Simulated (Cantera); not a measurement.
An isothermal, constant-pressure homogeneous reactor starts with NO : N2 = 1 : 13 (molar parts), at 1723 K and 170000 Pa. Integrator tolerance rtol = 1e-08.

Computed with Cantera and GRI-Mech 3.0 (53 species, 325 reactions).

What does this change do: N2 13 to 27 parts?


| quantity | before | after |
|---|---|---|
| x(NO) at 10.0 s | 0.0544 (gas-phase equilibrium 0.00143) | 0.0309 (gas-phase equilibrium 0.00102) |
| x(O2) at 10.0 s | 0.00845 (gas-phase equilibrium 0.0350) | 0.00241 (gas-phase equilibrium 0.0173) |
| x(NO2) at 10.0 s | 4.34e-5 (gas-phase equilibrium 2.26e-6) | 1.35e-5 (gas-phase equilibrium 1.13e-6) |
| x(N2O) at 10.0 s | 1.28e-6 (gas-phase equilibrium 1.20e-7) | 4.30e-7 (gas-phase equilibrium 8.63e-8) |
| x(O) at 10.0 s | 4.18e-6 (gas-phase equilibrium 8.21e-6) | 2.30e-6 (gas-phase equilibrium 5.78e-6) |

What does this change do: pressure from 170000 Pa to 101000 Pa?


```tsv
quantity	before	after
x(NO) at 10.0 s	0.0544 (gas-phase equilibrium 0.00143)	0.0602 (gas-phase equilibrium 0.00143)
x(O2) at 10.0 s	0.00845 (gas-phase equilibrium 0.0350)	0.00558 (gas-phase equilibrium 0.0350)
x(NO2) at 10.0 s	4.34e-5 (gas-phase equilibrium 2.26e-6)	3.07e-5 (gas-phase equilibrium 1.75e-6)
x(N2O) at 10.0 s	1.28e-6 (gas-phase equilibrium 1.20e-7)	1.49e-6 (gas-phase equilibrium 9.29e-8)
x(O) at 10.0 s	4.18e-6 (gas-phase equilibrium 8.21e-6)	4.50e-6 (gas-phase equilibrium 1.06e-5)
```
